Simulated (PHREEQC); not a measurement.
Solution (25 °C): 1.4 mmol/kgw Na2SeO3. Closed to the air; pH follows from the charge balance.

Equilibrium calculation in PHREEQC: ion-association model, wateq4f.dat.

Q: The ionic strength comes out as 0.00414 mol/kgw. What activity coefficients do SeO3-2, HSeO3-, Na+, OH- get?

A: SeO3-2 0.76, HSeO3- 0.93, Na+ 0.93, OH- 0.93.

No solid was allowed to form. Complexes and solids missing from the database can't appear.
